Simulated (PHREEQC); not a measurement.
**Polishing slurry liquid: an equilibrium model**

Solution (25 °C): 4 mmol/kgw H2SO4, 94 mmol/kgw Al(NO3)3 and 13 mmol/kgw CO2. Closed to the air; pH follows from the charge balance.

Computed with PHREEQC (ion-association model, phreeqc.dat).

Each row changes one thing in this solution. This is a speciation only: nothing precipitates in the calculation.

```json
[
 {"case": "as made", "pH": "2.22", "ionic strength (mol/kgw)": "0.555", "SO4-2 (mol/kgw)": "0.000469", "HSO4- (mol/kgw)": "7.41e-5"},
 {"case": "temperature from 25 to 35 °C", "pH": "2.22", "ionic strength (mol/kgw)": "0.555", "SO4-2 (mol/kgw)": "0.000440", "HSO4- (mol/kgw)": "8.55e-5"},
 {"case": "CO2 left out", "pH": "2.22", "ionic strength (mol/kgw)": "0.555", "SO4-2 (mol/kgw)": "0.000469", "HSO4- (mol/kgw)": "7.41e-5"},
 {"case": "Al(NO3)3 left out", "pH": "2.21", "ionic strength (mol/kgw)": "0.00953", "SO4-2 (mol/kgw)": "0.00276", "HSO4- (mol/kgw)": "0.00124"},
 {"case": "diluted 10-fold with water", "pH": "3.14", "ionic strength (mol/kgw)": "0.0556", "SO4-2 (mol/kgw)": "8.58e-5", "HSO4- (mol/kgw)": "3.35e-6"},
 {"case": "H2SO4 replaced by CaSO4 at the same molality", "pH": "3.29", "ionic strength (mol/kgw)": "0.558", "SO4-2 (mol/kgw)": "0.000481", "HSO4- (mol/kgw)": "6.45e-6"}
]
```

Species that the database lacks are ignored.
